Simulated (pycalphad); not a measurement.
# Phase fractions of Mg-5.73Al-3.35Si (at.%)

CALPHAD calculation (pycalphad, COST 507 light-alloy database (1999)), 1 atm. The database dates from 1999; later assessments differ in places, in temperatures and in the compounds included. Phase fractions are per mole of atoms. Diffusion is slow at the low end, where real alloys seldom reach equilibrium.

```json
[
 {"T (K)": "1000", "LIQUID": "1.000", "MG2SI": "-", "HCP_A3": "-", "ALMG_GAMMA": "-"},
 {"T (K)": "950", "LIQUID": "0.966", "MG2SI": "0.034", "HCP_A3": "-", "ALMG_GAMMA": "-"},
 {"T (K)": "900", "LIQUID": "0.939", "MG2SI": "0.061", "HCP_A3": "-", "ALMG_GAMMA": "-"},
 {"T (K)": "850", "LIQUID": "?", "MG2SI": "?", "HCP_A3": "?", "ALMG_GAMMA": "-"},
 {"T (K)": "800", "LIQUID": "0.042", "MG2SI": "0.100", "HCP_A3": "0.858", "ALMG_GAMMA": "-"},
 {"T (K)": "750", "LIQUID": "-", "MG2SI": "0.100", "HCP_A3": "0.900", "ALMG_GAMMA": "-"},
 {"T (K)": "700", "LIQUID": "-", "MG2SI": "0.100", "HCP_A3": "0.900", "ALMG_GAMMA": "-"},
 {"T (K)": "650", "LIQUID": "-", "MG2SI": "0.100", "HCP_A3": "0.900", "ALMG_GAMMA": "-"},
 {"T (K)": "600", "LIQUID": "-", "MG2SI": "0.100", "HCP_A3": "0.900", "ALMG_GAMMA": "-"},
 {"T (K)": "550", "LIQUID": "-", "MG2SI": "0.100", "HCP_A3": "0.865", "ALMG_GAMMA": "0.034"},
 {"T (K)": "500", "LIQUID": "-", "MG2SI": "0.100", "HCP_A3": "0.830", "ALMG_GAMMA": "0.070"},
 {"T (K)": "450", "LIQUID": "-", "MG2SI": "0.100", "HCP_A3": "0.804", "ALMG_GAMMA": "0.095"},
 {"T (K)": "400", "LIQUID": "-", "MG2SI": "0.101", "HCP_A3": "0.786", "ALMG_GAMMA": "0.114"},
 {"T (K)": "350", "LIQUID": "-", "MG2SI": "0.100", "HCP_A3": "0.774", "ALMG_GAMMA": "0.126"}
]
```

Task: Complete the blanks.

Result: 
- 850, LIQUID: 0.349
- 850, MG2SI: 0.091
- 850, HCP_A3: 0.560

Database names, with the compositions (at.%) that they take in these runs: MG2SI: Mg 67 Si 33; ALMG_GAMMA: Mg 59 Al 41. HCP_A3 is hcp.
